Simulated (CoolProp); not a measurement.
Vapour-liquid equilibrium of propane (1) + isobutene (2) at 269.2 K; x and y are mole fractions of (1).

The numbers come from the multi-fluid Helmholtz-energy mixture model, Lemmon 2009 and Lemmon 2005; pair parameters Bell 2016 in CoolProp.

```csv
x,"bubble pressure, mixture model (MPa)","bubble pressure, Raoult's law (MPa)","y, mixture model","y, Raoult's law"
0.05,0.1355,0.1293,0.192,0.162
0.125,0.1635,0.1522,0.372,0.345
0.2,0.1882,0.1752,0.491,0.479
0.275,0.2106,0.1981,0.578,0.583
0.35,0.2318,0.2210,0.647,0.665
0.425,0.2524,0.2440,0.706,0.731
0.5,0.2728,0.2669,0.757,0.786
0.575,0.2934,0.2898,0.804,0.833
0.65,0.3144,0.3127,0.846,0.872
0.725,0.3360,0.3357,0.885,0.907
0.8,0.3582,0.3586,0.920,0.936
0.875,0.3809,0.3815,0.953,0.963
0.95,0.4041,0.4045,0.982,0.986
```

The largest gap from Raoult's law is +7.4 % in bubble pressure, at x = 0.125. No azeotrope shows between x = 0.05 and 0.95.

The pair parameters rest on a limited set of measurements; away from them the model extrapolates.
